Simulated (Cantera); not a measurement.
# N2O furnace oxynitridation

An isothermal, constant-pressure homogeneous reactor starts with N2O : N2 = 1 : 0.52 (molar parts), at 1100 K and 0.0898 atm.

Cantera simulation using GRI-Mech 3.0 (53 species, 325 reactions); the numbers are that mechanism's predictions, not measurements. GRI-Mech 3.0 was tuned for natural gas; its chemistry of N2O as a main component is partial and can be far from experiment. The mechanism lacks the step 2 NO + O2 → 2 NO2, which can matter for NO2 below about 1400 K. The temperature is held fixed by assumption; the heat of reaction is taken as removed at once.

```json
[
 {"t (s)": "6.00e-5", "x N2O": "0.658", "x NO": "3.48e-9", "x N2": "0.342", "x O2": "2.38e-8", "x NO2": "<1e-12", "x O": "1.13e-7"},
 {"t (s)": "0.000200", "x N2O": "0.658", "x NO": "2.91e-8", "x N2": "0.342", "x O2": "1.99e-7", "x NO2": "<1e-12", "x O": "2.49e-7"},
 {"t (s)": "0.000665", "x N2O": "0.658", "x NO": "1.65e-7", "x N2": "0.342", "x O2": "1.13e-6", "x NO2": "<1e-12", "x O": "3.27e-7"},
 {"t (s)": "0.00221", "x N2O": "0.658", "x NO": "6.53e-7", "x N2": "0.342", "x O2": "4.46e-6", "x NO2": "1.21e-12", "x O": "3.31e-7"},
 {"t (s)": "0.00736", "x N2O": "0.658", "x NO": "2.28e-6", "x N2": "0.342", "x O2": "1.56e-5", "x NO2": "1.47e-11", "x O": "3.31e-7"},
 {"t (s)": "0.0245", "x N2O": "0.658", "x NO": "7.69e-6", "x N2": "0.342", "x O2": "5.25e-5", "x NO2": "1.66e-10", "x O": "3.31e-7"},
 {"t (s)": "0.0815", "x N2O": "0.657", "x NO": "2.57e-5", "x N2": "0.342", "x O2": "0.000175", "x NO2": "1.80e-9", "x O": "3.31e-7"},
 {"t (s)": "0.271", "x N2O": "0.656", "x NO": "8.55e-5", "x N2": "0.343", "x O2": "0.000584", "x NO2": "1.83e-8", "x O": "3.31e-7"},
 {"t (s)": "0.903", "x N2O": "0.652", "x NO": "0.000283", "x N2": "0.345", "x O2": "0.00194", "x NO2": "1.55e-7", "x O": "3.31e-7"},
 {"t (s)": "3.00", "x N2O": "0.640", "x NO": "0.000931", "x N2": "0.353", "x O2": "0.00636", "x NO2": "8.97e-7", "x O": "3.30e-7"},
 {"t (s)": "10.0", "x N2O": "0.600", "x NO": "0.00297", "x N2": "0.377", "x O2": "0.0203", "x NO2": "3.48e-6", "x O": "3.29e-7"}
]
```
x: mole fraction; the columns are a selection and need not sum to one.

Equilibrium at this temperature and pressure: N2O 2.01e-9, NO 9.07e-5, N2 0.752, O2 0.247, NO2 8.46e-7, O 4.14e-9 (gas phase only).
